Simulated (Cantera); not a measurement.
Charge: 1 mol C₃H₈, 0.14 mol CO₂, at 36.0 bar.

Method: chemical equilibrium by Gibbs-energy minimisation in Cantera with the NASA 1993 tables (ideal gas, pure condensed phases). Candidate condensed phases: C, C₆H₆, C₇H₈, C₈H₁₈, H₂O; 110 gas species. The ideal-gas law is rough above about 30 bar. Equilibrium is a limit: real reactors are often held back by kinetics, nucleation or transport.

Task: What share of the C ends up in condensed phases as a function of T (K), at 2023, 2123, 2223, 2323, 2423, 2523, 2623, 2723?

Result: 
| T (K) | C condensed (%) | as |
|---|---|---|
| 2023 | 89.2 | C(graphite) |
| 2123 | 89.3 | C(graphite) |
| 2223 | 89.3 | C(graphite) |
| 2323 | 88.9 | C(graphite) |
| 2423 | 88.3 | C(graphite) |
| 2523 | 87.4 | C(graphite) |
| 2623 | 86.0 | C(graphite) |
| 2723 | 84.0 | C(graphite) |
